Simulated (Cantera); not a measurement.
A freely propagating, adiabatic, planar premixed flame of 18.3 % H2, 16.1 % O2, 60.5 % N2, 5.13 % H2O, equivalence ratio 0.57, unburnt at 450 K and 0.385 atm; mixture-averaged transport, grid criteria slope 0.08 and curve 0.16, no radiation.

Cantera simulation using the H2/O2 subset of GRI-Mech 3.0, which has no nitrogen chemistry; the numbers are that mechanism's predictions, not measurements. Burning velocities carry a grid error of a few per cent, more on coarse grids. Lean hydrogen flames are cellular in practice and burn faster than this planar one.

x: mole fraction of selected species; z is measured from the peak of heat release.

| z (mm) | T (K) | u (m/s) | x H2 | x O2 | x HO2 | x H2O | x O | x H |
|---|---|---|---|---|---|---|---|---|
| -3.63 | 450 | 1.77 | 0.183 | 0.161 | <1e-8 | 0.0513 | <1e-8 | <1e-8 |
| -2.42 | 450 | 1.77 | 0.183 | 0.161 | <1e-8 | 0.0513 | <1e-8 | <1e-8 |
| -1.81 | 450 | 1.77 | 0.183 | 0.161 | 5.34e-8 | 0.0514 | <1e-8 | <1e-8 |
| -1.21 | 451 | 1.77 | 0.180 | 0.161 | 1.35e-6 | 0.0515 | ? | <1e-8 |
| -0.604 | 496 | 1.91 | 0.160 | 0.164 | 0.000187 | 0.0560 | ? | 3.20e-5 |
| -0.302 | 725 | 2.72 | 0.122 | 0.157 | 0.000156 | 0.0825 | ? | 0.00170 |
| 0 | 1052 | 3.87 | 0.0695 | 0.132 | 7.10e-5 | 0.140 | ? | 0.00894 |
| 0.302 | 1292 | 4.73 | 0.0287 | 0.0999 | 4.02e-5 | 0.196 | ? | 0.0144 |
| 0.604 | 1426 | 5.20 | 0.0142 | 0.0855 | 2.84e-5 | 0.220 | ? | 0.0132 |
| 1.21 | 1558 | 5.65 | 0.00878 | 0.0797 | 1.99e-5 | 0.232 | ? | 0.00806 |
| 2.42 | 1665 | 6.01 | 0.00562 | 0.0777 | 1.30e-5 | 0.241 | ? | 0.00357 |
| 4.83 | 1737 | 6.24 | 0.00283 | 0.0769 | 7.16e-6 | 0.248 | ? | 0.00115 |
| 9.67 | 1775 | 6.37 | 0.00112 | 0.0770 | 3.25e-6 | 0.252 | ? | 0.000274 |

### Question
Some entries are withheld; supply them.

### Answer

- -1.21, x O: 2.26e-8
- -0.604, x O: 5.02e-6
- -0.302, x O: 0.000170
- 0, x O: 0.00227
- 0.302, x O: 0.00609
- 0.604, x O: 0.00740
- 1.21, x O: 0.00622
- 2.42, x O: 0.00390
- 4.83, x O: 0.00192
- 9.67, x O: 0.000756
